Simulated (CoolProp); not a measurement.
Properties of C2F6 (R116) at several states (Tc = 19.9 °C, pc = 3048 kPa, ω = 0.257).

Model: reference Helmholtz-energy equation of state, Lemmon 2006, in CoolProp. It is a short technical equation, of lower accuracy than the large ones.

```
T (°C)  p (kPa)          phase  cp (kJ/(kg K))  speed of sound (m/s)  viscosity (µPa s)  Prandtl number
------  -------  -------------  --------------  --------------------  -----------------  --------------
23.45      43.4            gas          0.7706                 138.7               14.1           0.739
119.65     81.1            gas          0.9035                 158.8               18.3           0.743
-59.55     1370         liquid          0.9871                 490.2                313            4.45
90.05     10800  supercritical           1.272                 169.9               53.7            1.89
63.95       631            gas          0.8504                 142.7               16.1           0.761
57.75       266            gas          0.8293                 144.4               15.7           0.747
```

Viscosity comes from a separate model (Huber 2003), an estimate that may be off by 10 % or more. Thermal conductivity comes from a separate model (Huber 2003), an estimate that may be off by 10 % or more.
